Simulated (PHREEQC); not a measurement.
**Polishing slurry liquid**

Dissolve 0.043 mol H2SO4, 0.00016 mol KNO3 and 0.036 mol KH2PO4 per kg of water at 25 °C. Closed to the air; pH follows from the charge balance.

The numbers come from PHREEQC with the ion-association model, phreeqc.dat.

Each row changes one thing in this solution. This is a speciation only: nothing precipitates in the calculation.

| case | pH | ionic strength (mol/kgw) | HSO4- (mol/kgw) | SO4-2 (mol/kgw) | KSO4- (mol/kgw) |
|---|---|---|---|---|---|
| as made | 1.54 | 0.0864 | 0.0240 | 0.0174 | 0.00161 |
| KH2PO4 replaced by KBr at the same molality | 1.33 | … | 0.0286 | 0.0132 | 0.00115 |
| temperature from 25 to 30 °C | 1.56 | 0.0845 | … | 0.0166 | 0.00166 |
| KNO3 from 0.00016 to 8e-05 mol/kgw | 1.54 | 0.0863 | 0.0240 | 0.0174 | 0.00160 |
| 0.043 mol/kgw NaCl added | 1.53 | 0.130 | 0.0225 | 0.0178 | … |

### Question
What belongs in the gaps?

### Answer

- KH2PO4 replaced by KBr at the same molality, ionic strength (mol/kgw): 0.106
- temperature from 25 to 30 °C, HSO4- (mol/kgw): 0.0248
- 0.043 mol/kgw NaCl added, KSO4- (mol/kgw): 0.00143
